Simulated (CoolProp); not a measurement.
Vapour-liquid equilibrium of carbon dioxide (1) + CH2F2 (R32) (2) at -13.35 °C; x and y are mole fractions of (1).

Computed with CoolProp (multi-fluid Helmholtz-energy mixture model, Span 1996 and Tillner-Roth 1997; pair parameters Bell 2016).

```
x     bubble pressure, mixture model (MPa)  bubble pressure, Raoult's law (MPa)  y, mixture model  y, Raoult's law
----  ------------------------------------  -----------------------------------  ----------------  ---------------
0.05                                0.6086                               0.6122             0.174            0.196
0.15                                0.7928                               0.8009             0.411            0.450
0.25                                0.9785                               0.9896             0.563            0.608
0.35                                 1.164                                1.178               ___            0.714
0.45                                 1.350                                1.367             0.747            0.792
0.55                                   ___                                1.556             0.809            0.850
0.65                                 1.720                                1.744             0.860            0.896
0.75                                   ___                                1.933             0.904            0.933
0.85                                 2.100                                2.122             0.944            0.963
0.95                                   ___                                2.310               ___            0.989
```

**Question.** Fill in the missing entries.

**Answer.** 
- 0.35, y, mixture model: 0.668
- 0.55, bubble pressure, mixture model (MPa): 1.534
- 0.75, bubble pressure, mixture model (MPa): 1.907
- 0.95, bubble pressure, mixture model (MPa): 2.300
- 0.95, y, mixture model: 0.982

The largest gap from Raoult's law is -1.4 % in bubble pressure, at x = 0.65. No azeotrope shows between x = 0.05 and 0.95.

The pair parameters rest on a limited set of measurements; away from them the model extrapolates.
